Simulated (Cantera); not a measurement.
# Ignition delay

Mixture: CO : H₂ : O₂ : N₂ : H₂O = 1 : 0.13 : 0.471 : 1.79 : 0.077 (molar parts), equivalence ratio 1.2, at 47000 Pa, adiabatic and at constant volume. Ignition delay is the time to a rise of 400 K.

Cantera simulation using GRI-Mech 3.0 (53 species, 325 reactions); the numbers are that mechanism's predictions, not measurements. Where the delays flatten at high temperature, the 400 K rule measures the pace of heat release, not the induction time.

| T0 (K) | delay (ms) |
|---|---|
| 1000 | 0.749 |
| 1100 | 0.337 |
| 1200 | 0.209 |
| 1300 | 0.153 |
| 1400 | 0.125 |
| 1500 | 0.113 |
| 1600 | 0.113 |
| 1700 | 0.120 |
